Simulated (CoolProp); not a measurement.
Vapour-liquid equilibrium of fluoroethane (R161) (1) + R227EA (2) at 260.1 K; x and y are mole fractions of (1).

The numbers come from the multi-fluid Helmholtz-energy mixture model, Wu 2012 and Lemmon 2016; pair parameters Bell 2016 in CoolProp.

| x | bubble pressure, mixture model (bar) | bubble pressure, Raoult's law (bar) | y, mixture model | y, Raoult's law |
|---|---|---|---|---|
| 0.05 | 1.175 | 1.246 | 0.060 | 0.111 |
| 0.125 | 1.208 | 1.367 | 0.168 | 0.254 |
| 0.2 | 1.268 | 1.487 | 0.289 | 0.373 |
| 0.275 | 1.353 | 1.608 | 0.411 | 0.474 |
| 0.35 | 1.461 | 1.728 | 0.526 | 0.562 |
| 0.425 | 1.589 | 1.849 | 0.626 | 0.637 |
| 0.5 | 1.732 | 1.969 | 0.711 | 0.704 |
| 0.575 | 1.883 | 2.090 | 0.782 | 0.763 |
| 0.65 | 2.040 | 2.210 | 0.839 | 0.815 |
| 0.725 | 2.199 | 2.331 | 0.885 | 0.862 |
| 0.8 | 2.357 | 2.451 | 0.924 | 0.905 |
| 0.875 | 2.514 | 2.572 | 0.956 | 0.943 |
| 0.95 | 2.670 | 2.693 | 0.984 | 0.978 |

The largest gap from Raoult's law is -15.9 % in bubble pressure, at x = 0.275. No azeotrope shows between x = 0.05 and 0.95.

Pair parameters are fitted to limited data, so mixtures are less certain than the pure fluids.
